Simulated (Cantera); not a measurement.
Charge: 1 mol BN, a varied amount of O2, equilibrated at 675 °C and 5.80e-5 bar.

Equilibrium computed with Cantera from the NASA thermochemical tables; the gas is ideal and each condensed phase is pure. Candidate condensed phases: B, BN, B2O3; 17 gas species. Kinetics and transport are ignored.

x: gas mole fraction; n: condensed amount in mol.

```json
[
 {"n(O2) (mol)": "0.56", "x N2": "1.00", "x O2": "<1e-12", "x NO": "<1e-12", "x NO2": "<1e-12", "x B2O3": "4.16e-9", "n BN(s)": "0.253", "n B2O3(l)": "0.373"},
 {"n(O2) (mol)": "0.78", "x N2": "0.943", "x O2": "0.0566", "x NO": "9.72e-6", "x NO2": "___", "x B2O3": "4.16e-9", "n BN(s)": "0", "n B2O3(l)": "0.500"},
 {"n(O2) (mol)": "1.1", "x N2": "0.588", "x O2": "0.412", "x NO": "2.07e-5", "x NO2": "___", "x B2O3": "4.16e-9", "n BN(s)": "0", "n B2O3(l)": "0.500"},
 {"n(O2) (mol)": "1.5", "x N2": "0.400", "x O2": "0.600", "x NO": "2.06e-5", "x NO2": "2.10e-8", "x B2O3": "4.16e-9", "n BN(s)": "0", "n B2O3(l)": "0.500"},
 {"n(O2) (mol)": "2.2", "x N2": "0.256", "x O2": "0.744", "x NO": "1.84e-5", "x NO2": "2.08e-8", "x B2O3": "4.16e-9", "n BN(s)": "0", "n B2O3(l)": "0.500"},
 {"n(O2) (mol)": "3.1", "x N2": "0.175", "x O2": "0.825", "x NO": "1.60e-5", "x NO2": "___", "x B2O3": "4.16e-9", "n BN(s)": "0", "n B2O3(l)": "0.500"},
 {"n(O2) (mol)": "4.3", "x N2": "0.123", "x O2": "0.877", "x NO": "1.38e-5", "x NO2": "___", "x B2O3": "4.16e-9", "n BN(s)": "0", "n B2O3(l)": "0.500"},
 {"n(O2) (mol)": "6.1", "x N2": "0.0855", "x O2": "0.915", "x NO": "1.18e-5", "x NO2": "___", "x B2O3": "4.16e-9", "n BN(s)": "0", "n B2O3(l)": "0.500"},
 {"n(O2) (mol)": "8.5", "x N2": "0.0606", "x O2": "0.939", "x NO": "1.00e-5", "x NO2": "___", "x B2O3": "4.16e-9", "n BN(s)": "0", "n B2O3(l)": "0.500"},
 {"n(O2) (mol)": "12", "x N2": "0.0425", "x O2": "0.957", "x NO": "8.49e-6", "x NO2": "___", "x B2O3": "4.16e-9", "n BN(s)": "0", "n B2O3(l)": "0.500"},
 {"n(O2) (mol)": "17", "x N2": "0.0298", "x O2": "0.970", "x NO": "7.16e-6", "x NO2": "___", "x B2O3": "4.16e-9", "n BN(s)": "0", "n B2O3(l)": "0.500"}
]
```

Problem. What belongs in the gaps?

Solution. 
- 0.78, x NO2: 3.04e-9
- 1.1, x NO2: 1.75e-8
- 3.1, x NO2: 1.91e-8
- 4.3, x NO2: 1.70e-8
- 6.1, x NO2: 1.48e-8
- 8.5, x NO2: 1.28e-8
- 12, x NO2: 1.09e-8
- 17, x NO2: 9.27e-9
